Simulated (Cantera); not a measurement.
A closed system holds: 1 mol Ti, 0.2 mol CH4, at 0.280 bar.

Equilibrium computed with Cantera from the NASA thermochemical tables; the gas is ideal and each condensed phase is pure. Candidate condensed phases: C, C6H6, C7H8, C8H18, Ti, TiC; 77 gas species. Mutual solubility and eutectic melting of coexisting phases are not modelled. TiC: taken at fixed stoichiometry. Condensed phases not in the tables: N, O or C dissolved in the metal. Equilibrium is a limit: real reactors are often held back by kinetics, nucleation or transport.

x: gas mole fraction; n: condensed amount in mol.

```tsv
T (K)	x H2	x H	x Ti	x CH4	x CH3	n Ti(α)	n TiC(s)	n Ti(β)	n Ti(l)
1023	1.00	7.82e-9	<1e-12	3.26e-11	<1e-12	0.800	0.200	0	0
1123	1.00	8.05e-8	<1e-12	8.73e-11	<1e-12	0.800	0.200	0	0
1223	1.000	5.68e-7	<1e-12	2.04e-10	<1e-12	0	0.200	0.800	0
1323	1.000	3.00e-6	2.75e-11	4.23e-10	<1e-12	0	0.200	0.800	0
1423	1.000	1.26e-5	5.23e-10	7.89e-10	<1e-12	0	0.200	0.800	0
1523	1.000	4.37e-5	6.71e-9	1.36e-9	(withheld)	0	0.200	0.800	0
1623	1.000	0.000131	6.25e-8	2.19e-9	(withheld)	0	0.200	0.800	0
1723	1.000	0.000345	4.47e-7	3.35e-9	(withheld)	0	0.200	0.800	0
1823	0.999	0.000818	2.57e-6	4.91e-9	(withheld)	0	0.200	0.800	0
1923	0.998	0.00178	1.22e-5	6.93e-9	(withheld)	0	0.200	0.800	0
2023	0.996	0.00358	4.79e-5	9.82e-9	(withheld)	0	0.200	0	0.800
2123	0.993	0.00676	0.000162	1.36e-8	(withheld)	0	0.200	0	0.800
2223	0.987	0.0120	0.000491	1.83e-8	(withheld)	0	0.200	0	0.800
```

Question: What belongs in the gaps?

Answer: 
- 1523, x CH3: 1.20e-12
- 1623, x CH3: 5.83e-12
- 1723, x CH3: 2.35e-11
- 1823, x CH3: 8.12e-11
- 1923, x CH3: 2.47e-10
- 2023, x CH3: 6.96e-10
- 2123, x CH3: 1.80e-9
- 2223, x CH3: 4.25e-9
